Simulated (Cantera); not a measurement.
An adiabatic, constant-volume homogeneous reactor starts with C3H8 : O2 : N2 : H2O = 1 : 3.12 : 8.75 : 3.8 (molar parts), at 1398 K and 0.490 bar.

Model: GRI-Mech 3.0 (53 species, 325 reactions), integrated in Cantera. GRI-Mech 3.0 was tuned for natural gas; its chemistry of propane as a main component is partial and can be far from experiment.

One state of this run: T (K) = 2729; P (bar) = 1.15; x C3H8 = <1e-12; x O2 = 0.00228; x H2O = 0.283; x CH3 = 1.57e-12; x C2H6 = <1e-12. x: mole fraction; the columns are a selection and need not sum to one.

Task: Which value of t (s) does it belong to?
(A) 0.000381
(B) 1.15e-5
(C) 4.80e-6
(D) 0.00219

Result: D, 0.00219
